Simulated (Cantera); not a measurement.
Feed: 1 mol SiCl4, 0.36 mol HCl, 290 mol H2, held at 12.0 mbar.

Equilibrium computed with Cantera from the NASA thermochemical tables; the gas is ideal and each condensed phase is pure. Candidate condensed phases: Si; 19 gas species. The tables' values for SiCl, SiCl3 are old estimates; treat these amounts as uncertain. Gases not in the tables: Si2H6 and higher silanes. Rates play no part.

log p: log10 of the partial pressure in bar; n: condensed amount in mol.

```json
[
 {"T (°C)": "1002", "log p H2": "-1.93", "log p H": "-7.10", "log p HCl": "-3.78", "log p Si": "-10.71", "log p SiCl2": "-5.22", "log p Cl": "___", "log p SiH": "-10.70", "n Si(s)": "0.847", "n Si(l)": "0"},
 {"T (°C)": "1102", "log p H2": "-1.93", "log p H": "-6.43", "log p HCl": "-3.78", "log p Si": "-9.39", "log p SiCl2": "-5.18", "log p Cl": "___", "log p SiH": "-9.60", "n Si(s)": "0.835", "n Si(l)": "0"},
 {"T (°C)": "1202", "log p H2": "-1.93", "log p H": "-5.85", "log p HCl": "-3.78", "log p Si": "-8.24", "log p SiCl2": "-5.14", "log p Cl": "___", "log p SiH": "-8.65", "n Si(s)": "0.823", "n Si(l)": "0"},
 {"T (°C)": "1302", "log p H2": "-1.93", "log p H": "-5.34", "log p HCl": "-3.79", "log p Si": "-7.24", "log p SiCl2": "-5.12", "log p Cl": "___", "log p SiH": "-7.83", "n Si(s)": "0.809", "n Si(l)": "0"},
 {"T (°C)": "1402", "log p H2": "-1.93", "log p H": "-4.90", "log p HCl": "-3.79", "log p Si": "-6.36", "log p SiCl2": "-5.09", "log p Cl": "___", "log p SiH": "-7.10", "n Si(s)": "0.784", "n Si(l)": "0"},
 {"T (°C)": "1502", "log p H2": "-1.93", "log p H": "-4.50", "log p HCl": "-3.79", "log p Si": "-5.66", "log p SiCl2": "-5.14", "log p Cl": "___", "log p SiH": "-6.53", "n Si(s)": "0", "n Si(l)": "0.746"},
 {"T (°C)": "1602", "log p H2": "-1.93", "log p H": "-4.15", "log p HCl": "-3.79", "log p Si": "-5.04", "log p SiCl2": "-5.19", "log p Cl": "___", "log p SiH": "-6.04", "n Si(s)": "0", "n Si(l)": "0.562"},
 {"T (°C)": "1702", "log p H2": "-1.93", "log p H": "-3.83", "log p HCl": "-3.79", "log p Si": "-4.52", "log p SiCl2": "-5.28", "log p Cl": "___", "log p SiH": "-5.63", "n Si(s)": "0", "n Si(l)": "0"},
 {"T (°C)": "1802", "log p H2": "-1.94", "log p H": "-3.54", "log p HCl": "-3.77", "log p Si": "-4.46", "log p SiCl2": "-5.74", "log p Cl": "___", "log p SiH": "-5.68", "n Si(s)": "0", "n Si(l)": "0"}
]
```

What belongs in the gaps?


- 1002, log p Cl: -9.02
- 1102, log p Cl: -8.37
- 1202, log p Cl: -7.80
- 1302, log p Cl: -7.30
- 1402, log p Cl: -6.87
- 1502, log p Cl: -6.48
- 1602, log p Cl: -6.12
- 1702, log p Cl: -5.81
- 1802, log p Cl: -5.51
